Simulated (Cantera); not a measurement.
A perfectly stirred reactor is fed with CH4 : H2 : O2 : N2 = 1 : 0.43 : 3.96 : 14.9 (molar parts), equivalence ratio 0.56, at 1.20 bar; it is adiabatic with a 448 K inlet, and is followed from long to short residence time, starting on the burning branch (τ in s: 0.21, 0.11, 0.053, 0.027, 0.013, 0.0066, 0.0033, 0.0016, 0.00082, 0.00041, 0.0002, 0.0001, 5.1e-05).

Cantera simulation using GRI-Mech 3.0 (53 species, 325 reactions); the numbers are that mechanism's predictions, not measurements.

**Question.** What does this change do: inlet temperature 448 to 550 K?

**Answer.** 
| quantity | before | after |
|---|---|---|
| blow-out, bracketed by the residence times tried | burning at 0.200 ms, out at 0.100 ms | burning at 0.100 ms, out at 51.0 µs |
| x(CH4) at τ = 0.210 s | 6.38e-6 | 4.68e-6 |
| x(H2) at τ = 0.210 s | 4.94e-5 | 5.92e-5 |
| x(O2) at τ = 0.210 s | 0.0868 | 0.0867 |
| x(H) at τ = 0.210 s | 5.12e-6 | 6.64e-6 |
| x(CH2CO) at τ = 0.210 s | 4.69e-10 | 2.01e-10 |
| x(CH4) at τ = 3.30 ms | 9.15e-5 | 6.89e-5 |
| x(H2) at τ = 3.30 ms | 0.000687 | 0.000745 |
| x(O2) at τ = 3.30 ms | 0.0874 | 0.0871 |
| x(H) at τ = 3.30 ms | 0.000249 | 0.000284 |
| x(CH2CO) at τ = 3.30 ms | 1.92e-8 | 1.18e-8 |
